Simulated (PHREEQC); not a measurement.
3.2 g of hydrous ferric oxide (600 m²/g; 0.2 weak and 0.005 strong sites per Fe, Dzombak-Morel constants, diffuse double layer) in 1 kg of water with 0.3 mol/kgw of an inert sodium salt and 0.013 mol/kgw SrCl2, at 25 °C; the pH is set by adding NaOH or the inert anion's acid. O2 is buffered at 0.21 atm. The system is closed to CO2. Nothing may precipitate in this run.

The series has 17 steps of pH, from 4 to 12.

Equilibrium calculation in PHREEQC: ion-association model, wateq4f.dat.

Problem. At which pH does the surface charge pass through zero?

Solution. Near pH 8.7.
